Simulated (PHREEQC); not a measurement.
**Buffer**

Dissolve 0.001 mol/kgw H3BO3, 0.015 mol/kgw NH3 and 0.0038 mol/kgw KCl at 30 °C. Closed to the air; pH follows from the charge balance.

Equilibrium calculation in PHREEQC: ion-association model, wateq4f.dat.

Precipitation was switched off in this run.

Question: Predict the pH, ionic strength.

Answer: pH 10.20; ionic strength 0.00496 mol/kgw.

Question: In which forms is B present?

Answer: H2BO3- 92 %, H3BO3 8.4 % of the B.

Species that the database lacks are ignored.
